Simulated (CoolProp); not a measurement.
A closed Brayton cycle with carbon dioxide: compressor inlet 307.15 K and 7.6 MPa, high pressure 26.2 MPa, turbine inlet 875 K, compressor efficiency 0.89, turbine efficiency 0.93, recuperator effectiveness 0.8 (on enthalpy, no pinch check). Each further row changes one setting.

Computed with CoolProp (reference Helmholtz-energy equation of state, Span 1996).

```tsv
case	thermal efficiency (%)	net work (kJ/kg)	compressor to turbine work	compressor exit (K)	turbine exit (K)
as stated	(withheld)	129	0.26	387.0	718.8
turbine inlet 825 K	34.6	118	(withheld)	387.0	(withheld)
compressor inlet 317.15 K	34.5	115	0.35	(withheld)	718.8
high pressure 22.3 MPa	(withheld)	(withheld)	0.25	(withheld)	(withheld)
recuperator effectiveness 0.5	27.1	129	0.26	387.0	718.8
```

### Question
What belongs in the gaps?

### Answer

- as stated, thermal efficiency (%): 35.6
- turbine inlet 825 K, compressor to turbine work: 0.28
- turbine inlet 825 K, turbine exit (K): 674.4
- compressor inlet 317.15 K, compressor exit (K): 417.9
- high pressure 22.3 MPa, thermal efficiency (%): 33.8
- high pressure 22.3 MPa, net work (kJ/kg): 116
- high pressure 22.3 MPa, compressor exit (K): 376.4
- high pressure 22.3 MPa, turbine exit (K): 738.4
